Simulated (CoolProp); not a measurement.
Ethane along the isobar 28100 kPa: fugacity coefficient from the reference equation and from simpler models built on Tc = 32.2 °C, pc = 4872 kPa, ω = 0.099; each cubic takes its own stable root.

Model: reference Helmholtz-energy equation of state, Bücker 2006, in CoolProp.

```
T (°C)          phase  reference  van der Waals  Redlich-Kwong  Soave-Redlich-Kwong  Peng-Robinson
------  -------------  ---------  -------------  -------------  -------------------  -------------
4.65           liquid     0.1528         0.2477         0.1672               0.1621         0.1446
22.35          liquid     0.2033         0.2902         0.2186               0.2163         0.1931
39.95   supercritical     0.2583         0.3329         0.2731               0.2753         0.2463
57.55   supercritical     0.3164         0.3756         0.3294               0.3377         0.3026
75.25   supercritical     0.3764         0.4179         0.3862               0.4017         0.3608
92.85   supercritical     0.4358         0.4591         0.4416               0.4649         0.4185
110.45  supercritical     0.4938         0.4990         0.4949               0.5262         0.4748
128.15  supercritical     0.5495         0.5375         0.5456               0.5847         0.5289
145.75  supercritical     0.6015         0.5741         0.5927               0.6392         0.5796
```
